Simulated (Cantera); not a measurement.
Charge: 1 mol Ti(OiPr)₄, 0.09 mol C₃H₈, equilibrated at 802 °C and 1.33 mbar.

These are equilibrium values from Cantera (NASA tables, ideal gas, pure condensed phases), not measurements of a reactor. Candidate condensed phases: C, C₆H₆, C₇H₈, C₈H₁₈, H₂O, Ti, TiC, TiO, TiO₂, Ti₂O₃, Ti₃O₅, Ti₄O₇; 113 gas species. The feed counts by its element totals alone. Kinetics and transport are ignored.

Base state: H₂ 0.860, CO 0.140, CH₄ 4.45e-5, H₂O 2.03e-5 (mole fractions); condensed: C(graphite) + Ti₃O₅(s).

What changes in the equilibrium state with this change: temperature from 802 °C to 1325 °C?


```csv
species,before,after
H₂,0.860,0.781
CO,0.140,0.218
H,3.73e-7,0.00129
C₂H₂ (acetylene),6.47e-9,2.10e-5
H₂O,2.03e-5,2.01e-7
CH₄,4.45e-5,1.34e-6
"C(graphite), mol",9.94,7.27
"Ti₃O₅(s), mol",0.333,0
"TiC(s), mol",0,1.00
```
TiC: taken at fixed stoichiometry.
